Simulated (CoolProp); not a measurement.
n-perfluorobutane along the isobar 1.87 MPa: density (kg/m³) from the reference equation and from simpler models built on Tc = 113.2 °C, pc = 2.322 MPa, ω = 0.372; each cubic takes its own stable root.

The numbers come from the reference Helmholtz-energy equation of state, Gao 2022 in CoolProp.

```json
[
 {"T (°C)": "-118.85", "phase": "liquid", "reference": "2011"},
 {"T (°C)": "-101.35", "phase": "liquid", "reference": "1946"},
 {"T (°C)": "-83.85", "phase": "liquid", "reference": "1883"},
 {"T (°C)": "-66.45", "phase": "liquid", "reference": "1823"},
 {"T (°C)": "-48.95", "phase": "liquid", "reference": "1764"},
 {"T (°C)": "-31.45", "phase": "liquid", "reference": "1705"},
 {"T (°C)": "-14.05", "phase": "liquid", "reference": "1647"},
 {"T (°C)": "3.45", "phase": "liquid", "reference": "1586"},
 {"T (°C)": "20.95", "phase": "liquid", "reference": "1523"},
 {"T (°C)": "38.35", "phase": "liquid", "reference": "1456"},
 {"T (°C)": "55.85", "phase": "liquid", "reference": "1380"},
 {"T (°C)": "73.35", "phase": "liquid", "reference": "1289"}
]
```

Problem. How far does each simpler model (van der Waals, Redlich-Kwong, Soave-Redlich-Kwong, Peng-Robinson) lie from the reference over these 12 states: mean and median of the absolute difference, and the worst?

Solution. 
- van der Waals: mean 38.3 %, median 37.9 %, worst -40.5 % at -118.85 °C and 1.87 MPa
- Redlich-Kwong: mean 11.2 %, median 10.5 %, worst -16.4 % at 73.35 °C and 1.87 MPa
- Soave-Redlich-Kwong: mean 7.0 %, median 6.5 %, worst -10.6 % at 73.35 °C and 1.87 MPa
- Peng-Robinson: mean 4.9 %, median 5.5 %, worst +7.2 % at -14.05 °C and 1.87 MPa
